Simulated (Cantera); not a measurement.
Input: 1 mol FeS2, 3.7 mol O2, held at 120000 Pa.

Cantera equilibrium calculation (NASA polynomials, part measured and part estimated; ideal gas, pure solids and liquids). Candidate condensed phases: Fe, FeO, FeS, FeSO4, FeS2, Fe2O3, Fe2(SO4)3, Fe3O4, S; 12 gas species. The numbers say what is thermodynamically allowed, not how fast it happens. All values below are at 725 K.

Base state: SO3 0.799, SO2 0.201, O2 0.000517 (mole fractions); condensed: Fe2(SO4)3(s).

Problem. What changes in the equilibrium state with this change: O2 from 3.7 to 5.5 mol?

Solution. 
```csv
species,before,after
O2,0.000517,0.778
SO3,0.799,0.221
SO2,0.201,0.00143
"Fe2(SO4)3(s), mol",0.500,0.500
```
